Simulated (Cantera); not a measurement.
Feed: 1 mol CH₃SiCl₃, 0.0093 mol C₃H₈, 3.2 mol H₂, held at 1577 °C and 128 Torr.

Cantera equilibrium calculation (NASA polynomials, part measured and part estimated; ideal gas, pure solids and liquids). Candidate condensed phases: C, C₆H₆, C₇H₈, C₈H₁₈, Si, SiC; 109 gas species. The feed counts by its element totals alone. The tables' values for SiCl₃, SiCl are old estimates; treat these amounts as uncertain. Equilibrium is a limit: real reactors are often held back by kinetics, nucleation or transport.

Base state: H₂ 0.551, HCl 0.417, SiCl₂ 0.0274, SiCl₃ 0.00258, H 0.000970, Cl 0.000557, SiCl₄ 0.000358, C₂H₂ (acetylene) 0.000144 (mole fractions); condensed: C(graphite) + SiC(s).

Q: What changes in the equilibrium state with this change: temperature from 1577 °C to 1675 °C?

A: 
| species | before | after |
|---|---|---|
| H₂ | 0.551 | 0.555 |
| HCl | 0.417 | 0.405 |
| SiCl₂ | 0.0274 | 0.0338 |
| SiCl | 1.71e-5 | 5.29e-5 |
| SiCl₄ | 0.000358 | 0.000163 |
| C(graphite), mol | 0.216 | 0.250 |
| SiC(s), mol | 0.810 | 0.774 |
